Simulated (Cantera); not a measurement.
An isothermal, constant-pressure homogeneous reactor starts with 9.71 % CH₄, 90.3 % N₂, at 1375 K and 0.910 bar.

Model: GRI-Mech 3.0 (53 species, 325 reactions), integrated in Cantera. GRI-Mech 3.0 stops at C3 and has no aromatics, soot or wall deposition, so with more carbon than oxygen in the feed, carbon stays in small species such as C2H2 where larger ones or solid carbon would form.

Q: Predict: x(CH₄) at 5.00 s; x(H) at 5.00 s; x(H₂) at 5.00 s; x(CH₃) at 5.00 s; x(C₂H₄) at 5.00 s.

A: x(CH₄) at 5.00 s: 0.0753 (gas-phase equilibrium 0.0145)
x(H) at 5.00 s: 2.73e-7 (gas-phase equilibrium 1.21e-6)
x(H₂) at 5.00 s: 0.0291 (gas-phase equilibrium 0.112)
x(CH₃) at 5.00 s: 1.39e-5 (gas-phase equilibrium 3.12e-6)
x(C₂H₄) at 5.00 s: 0.000635 (gas-phase equilibrium 0.00150)
